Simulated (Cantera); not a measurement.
A Cantera script and what it prints.

```python
import numpy as np
import cantera as ct

gas_names = """
    Fe FeO Fe(OH)2 H HO2 H2 H2O H2O2 H2S H2SO4 O OH O2 O3 S SH SO SO2 SO3 S2 S2O S8
""".split()
cond_names = """
    Fe(a) Fe(c) Fe(d) Fe(L) FeO(s) FeO(L) Fe(OH)2(s) Fe(OH)3(s) FeS(a) FeS(b) FeS(c) FeS(L) FeSO4(s)
    FeS2(s) Fe2O3(s) Fe2S3O12(s) Fe3O4(s) H2O(s) H2O(L) H2SO4(L) S(cr1) S(cr2) S(L)
""".split()


# ... load() reads the species with a 1 bar reference pressure and builds the phases ...
atoms = {
    'Fe2O3': {'Fe': 2, 'O': 3},
    'SO3': {'S': 1, 'O': 3},
    'H2O': {'H': 2, 'O': 1},
}
top_T = {'FeSO4(s)': 950, 'FeS2(s)': 1010, 'Fe2O3(s)': 1830, 'Fe2S3O12(s)': 1100, 'Fe3O4(s)': 1870}  # K; cautious upper limits of use, not melting points


# ... equilibrate(T, P, feed) seeds the gas with the atoms and calls Mixture.equilibrate('TP', solver="vcs", rtol=1e-11, max_steps=5000) ...
results = []
T = 1250  # K
P = 13332.2  # Pa
for m in [1.2, 1.6, 2, 2.7, 3.6, 4.7, 6.2, 8.1]:
    feed = {'Fe2O3': 1, 'SO3': 0.075, 'H2O': m}  # mol
    mix = equilibrate(T, P, feed)
    results.append((T, P, feed, dict(zip(mix.species_names, mix.species_moles))))

top = {s: max(r[3][s] / sum(r[3][g] for g in gas_names) for r in results) for s in gas_names}
cols = sorted((s for s in top if top[s] > 1e-05), key=lambda s: -top[s])[:7]
seen = [c for c in cond_names if any(r[3].get(c, 0) > 1e-12 for r in results)]
print("log10 of partial pressures in bar; condensed amounts in mol")
print(f"{'n(H2O)':>10s}" + "".join(f"{s[:9]:>10s}" for s in cols + seen))
for T, P, feed, n in results:
    ng = sum(n[g] for g in gas_names)
    print(f"{feed['H2O']:10.4g}" + "".join(f"{np.log10(max(n[s] / ng * P / 1e5, 1e-99)):10.3f}" for s in cols)
          + "".join(f"{n.get(c, 0):10.4g}" for c in seen))
```

Result:

```
log10 of partial pressures in bar; condensed amounts in mol
    n(H2O)       H2O       SO2        O2       SO3        OH  Fe2O3(s)
       1.2    -0.914    -2.123    -2.424    -4.093    -5.634         1
       1.6    -0.905    -2.238    -2.539    -4.265    -5.658         1
         2    -0.899    -2.328    -2.630    -4.401    -5.678         1
       2.7    -0.893    -2.452    -2.753    -4.587    -5.706         1
       3.6    -0.888    -2.572    -2.874    -4.767    -5.734         1
       4.7    -0.885    -2.685    -2.986    -4.936    -5.760         1
       6.2    -0.883    -2.802    -3.104    -5.112    -5.788         1
       8.1    -0.881    -2.916    -3.218    -5.283    -5.816         1
```

Method: chemical equilibrium by Gibbs-energy minimisation in Cantera with the NASA 1993 tables (ideal gas, pure condensed phases).
